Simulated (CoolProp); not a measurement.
A closed Brayton cycle with dry air: compressor inlet 328.15 K and 4.4 MPa, high pressure 9.99 MPa, turbine inlet 650 K, compressor efficiency 0.89, turbine efficiency 0.85, recuperator effectiveness 0.9 (on enthalpy, no pinch check). Each further row changes one setting.

Values from CoolProp's reference Helmholtz-energy equation of state, Lemmon 2000. It is a pseudo-pure fit of the blend.

```csv
case,thermal efficiency (%),net work (kJ/kg),compressor to turbine work,compressor exit (K),turbine exit (K)
as stated,14.9,20.2,0.83,426.4,538.3
turbine inlet 600 K,8.9,10.8,0.90,426.4,495.7
compressor inlet 338.15 K,12.7,17.0,0.86,439.2,538.3
high pressure 8.49 MPa,17.2,20.2,0.79,405.1,558.7
recuperator effectiveness 0.5,11.1,20.2,0.83,426.4,538.3
```
